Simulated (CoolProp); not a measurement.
Vapour-liquid equilibrium of cyclohexane (1) + toluene (2) at 0.115 MPa; x and y are mole fractions of (1).

The numbers come from the multi-fluid Helmholtz-energy mixture model, Zhou 2014 and Lemmon 2006; pair parameters Bell 2016 in CoolProp.

```json
[
 {"x": "0.05", "bubble temperature (°C)": "112.0", "y at the bubble point": "0.125", "dew temperature at overall composition x (°C)": "113.9", "liquid density (mol/L)": "8.423"},
 {"x": "0.125", "bubble temperature (°C)": "108.0", "y at the bubble point": "0.276", "dew temperature at overall composition x (°C)": "112.0", "liquid density (mol/L)": "8.444"},
 {"x": "0.2", "bubble temperature (°C)": "104.5", "y at the bubble point": "0.396", "dew temperature at overall composition x (°C)": "110.0", "liquid density (mol/L)": "8.459"},
 {"x": "0.275", "bubble temperature (°C)": "101.5", "y at the bubble point": "0.493", "dew temperature at overall composition x (°C)": "108.0", "liquid density (mol/L)": "8.469"},
 {"x": "0.35", "bubble temperature (°C)": "98.9", "y at the bubble point": "0.573", "dew temperature at overall composition x (°C)": "105.9", "liquid density (mol/L)": "8.476"},
 {"x": "0.425", "bubble temperature (°C)": "96.6", "y at the bubble point": "0.641", "dew temperature at overall composition x (°C)": "103.6", "liquid density (mol/L)": "8.481"},
 {"x": "0.5", "bubble temperature (°C)": "94.6", "y at the bubble point": "0.700", "dew temperature at overall composition x (°C)": "101.3", "liquid density (mol/L)": "8.484"},
 {"x": "0.575", "bubble temperature (°C)": "92.8", "y at the bubble point": "0.753", "dew temperature at overall composition x (°C)": "98.9", "liquid density (mol/L)": "8.486"},
 {"x": "0.65", "bubble temperature (°C)": "91.2", "y at the bubble point": "0.801", "dew temperature at overall composition x (°C)": "96.3", "liquid density (mol/L)": "8.487"},
 {"x": "0.725", "bubble temperature (°C)": "89.7", "y at the bubble point": "0.846", "dew temperature at overall composition x (°C)": "93.8", "liquid density (mol/L)": "8.489"},
 {"x": "0.8", "bubble temperature (°C)": "88.3", "y at the bubble point": "0.888", "dew temperature at overall composition x (°C)": "91.2", "liquid density (mol/L)": "8.490"},
 {"x": "0.875", "bubble temperature (°C)": "87.0", "y at the bubble point": "0.930", "dew temperature at overall composition x (°C)": "88.7", "liquid density (mol/L)": "8.492"},
 {"x": "0.95", "bubble temperature (°C)": "85.8", "y at the bubble point": "0.972", "dew temperature at overall composition x (°C)": "86.4", "liquid density (mol/L)": "8.495"}
]
```

No azeotrope shows between x = 0.05 and 0.95.

Pair parameters are fitted to limited data, so mixtures are less certain than the pure fluids.
